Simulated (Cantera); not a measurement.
Charge: 1 mol CH4, 0.26 mol NH3, 2.7 mol H2, held at 2100 Torr.

Cantera equilibrium calculation (NASA polynomials, part measured and part estimated; ideal gas, pure solids and liquids). Candidate condensed phases: C, C6H6, C7H8, C8H18; 92 gas species. Rates play no part.

Problem. What share of the C ends up in condensed phases as a function of T (°C), at 350, 500, 650, 800, 950, 1100, 1250?

Solution. 
| T (°C) | C condensed (%) | as |
|---|---|---|
| 350 | 0.0 | - |
| 500 | 0.0 | - |
| 650 | 0.0 | - |
| 800 | 53.3 | C(graphite) |
| 950 | 83.3 | C(graphite) |
| 1100 | 93.2 | C(graphite) |
| 1250 | 96.7 | C(graphite) |
